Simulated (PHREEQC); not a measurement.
A solution holds 39 mmol/kgw Ni(NO3)2, 120 mmol/kgw KCl and 24 mmol/kgw H2SO4, at 25 °C. Closed to the air; pH follows from the charge balance.

Computed with PHREEQC (ion-association model, wateq4f.dat).

This is a speciation only: nothing precipitates in the calculation.

Question: What pH does the model give?

Answer: pH 1.52.

Question: In which forms is Ni present?

Answer: Ni+2 82 %, NiSO4 10 %, NiCl+ 6.6 %, NiCl2 1.3 % of the Ni.
